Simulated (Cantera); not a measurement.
What does this Cantera script print?

```python
import numpy as np
import cantera as ct

gas_names = """
    CL CL2 H HCL H2 Si SiCL SiCL2 SiCL3 SiCL4 SiH SiHCL3 SiH2 SiH2CL2 SiH3 SiH3CL SiH4 Si2 Si3
""".split()
cond_names = """
    Si(cr) Si(L)
""".split()


# ... load() reads the species with a 1 bar reference pressure and builds the phases ...
atoms = {
    'SiH2Cl2': {'Si': 1, 'H': 2, 'CL': 2},
    'H2': {'H': 2},
}
top_T = {}  # K; cautious upper limits of use, not melting points


# ... equilibrate(T, P, feed) seeds the gas with the atoms and calls Mixture.equilibrate('TP', solver="vcs", rtol=1e-11, max_steps=5000) ...
results = []
feed = {'SiH2Cl2': 1, 'H2': 65}  # mol
P = 2300  # Pa
for T in [1048, 1073, 1098, 1123, 1148, 1173, 1198, 1223, 1248]:
    mix = equilibrate(T, P, feed)
    results.append((T, P, feed, dict(zip(mix.species_names, mix.species_moles))))
    x = sorted(zip(gas.X, gas.species_names), reverse=True)
    print(f"T = {T:g} K  P = {P:g} Pa  gas = {mix.phase_moles(0):.4g} mol")
    print("   x: " + "  ".join(f"{s} {v:.3e}" for v, s in x if v > 1e-05))
    print("   condensed (mol): " + ("  ".join(f"{mix.phase(i).name} {mix.phase_moles(i):.4g}"
          for i in range(1, mix.n_phases) if mix.phase_moles(i) > 1e-12) or "none"))
```

Result:

```
T = 1048 K  P = 2300 Pa  gas = 66.78 mol
   x: H2 9.792e-01  HCL 1.687e-02  SiCL4 1.924e-03  SiHCL3 1.142e-03  SiCL2 5.415e-04  SiCL3 2.384e-04  SiH2CL2 7.710e-05
   condensed (mol): Si(cr) 0.7379
T = 1073 K  P = 2300 Pa  gas = 66.83 mol
   x: H2 9.776e-01  HCL 1.899e-02  SiCL4 1.459e-03  SiHCL3 9.205e-04  SiCL2 7.179e-04  SiCL3 2.559e-04  SiH2CL2 6.777e-05
   condensed (mol): Si(cr) 0.7713
T = 1098 K  P = 2300 Pa  gas = 66.87 mol
   x: H2 9.761e-01  HCL 2.088e-02  SiCL4 1.045e-03  SiCL2 9.069e-04  SiHCL3 7.111e-04  SiCL3 2.597e-04  SiH2CL2 5.787e-05
   condensed (mol): Si(cr) 0.8006
T = 1123 K  P = 2300 Pa  gas = 66.91 mol
   x: H2 9.749e-01  HCL 2.246e-02  SiCL2 1.093e-03  SiCL4 7.068e-04  SiHCL3 5.262e-04  SiCL3 2.493e-04  SiH2CL2 4.799e-05
   condensed (mol): Si(cr) 0.8244
T = 1148 K  P = 2300 Pa  gas = 66.93 mol
   x: H2 9.740e-01  HCL 2.366e-02  SiCL2 1.261e-03  SiCL4 4.537e-04  SiHCL3 3.747e-04  SiCL3 2.276e-04  SiH2CL2 3.877e-05
   condensed (mol): Si(cr) 0.8423
T = 1173 K  P = 2300 Pa  gas = 66.96 mol
   x: H2 9.733e-01  HCL 2.451e-02  SiCL2 1.403e-03  SiCL4 2.799e-04  SiHCL3 2.590e-04  SiCL3 1.996e-04  SiH2CL2 3.069e-05
   condensed (mol): Si(cr) 0.8545
T = 1198 K  P = 2300 Pa  gas = 66.97 mol
   x: H2 9.729e-01  HCL 2.506e-02  SiCL2 1.520e-03  SiHCL3 1.759e-04  SiCL3 1.701e-04  SiCL4 1.684e-04  SiH2CL2 2.400e-05
   condensed (mol): Si(cr) 0.8621
T = 1223 K  P = 2300 Pa  gas = 66.98 mol
   x: H2 9.726e-01  HCL 2.541e-02  SiCL2 1.615e-03  SiCL3 1.425e-04  SiHCL3 1.185e-04  SiCL4 1.003e-04  SiH2CL2 1.866e-05
   condensed (mol): Si(cr) 0.8663
T = 1248 K  P = 2300 Pa  gas = 66.99 mol
   x: H2 9.724e-01  HCL 2.561e-02  SiCL2 1.693e-03  SiCL3 1.184e-04  SiHCL3 7.986e-05  SiCL4 5.972e-05  SiH2CL2 1.451e-05
   condensed (mol): Si(cr) 0.8683
```

Cantera equilibrium calculation (NASA polynomials, part measured and part estimated; ideal gas, pure solids and liquids). The tables' values for SiCl3 are old estimates; treat these amounts as uncertain.
